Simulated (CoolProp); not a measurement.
A single-stage vapour-compression cycle with ethylene: evaporating at 203.15 K (dew point), condensing at 252.15 K (bubble point), superheat 0 K, subcooling 0 K, compressor efficiency 0.75, no pressure losses. Each further row changes one setting.

Computed with CoolProp (reference Helmholtz-energy equation of state, Smukala 2000).

```csv
case,cooling COP,pressure ratio,discharge temperature (K),refrigerating effect (kJ/kg),volumetric capacity (kJ/m³)
as stated,?,4.76,311.3,287,2750
evaporating temperature 208.15 K,2.55,3.93,303.3,290,?
condensing temperature 247.15 K,?,4.18,301.4,303,2910
subcooling 5 K,?,4.76,311.3,?,2910
superheat 10 K,2.15,4.76,?,?,2710
compressor efficiency 0.65,1.89,4.76,322.2,287,2750
```

### Question
What belongs in the gaps?

### Answer

- as stated, cooling COP: 2.18
- evaporating temperature 208.15 K, volumetric capacity (kJ/m³): 3350
- condensing temperature 247.15 K, cooling COP: 2.54
- subcooling 5 K, cooling COP: 2.30
- subcooling 5 K, refrigerating effect (kJ/kg): 304
- superheat 10 K, discharge temperature (K): 324.1
- superheat 10 K, refrigerating effect (kJ/kg): 302
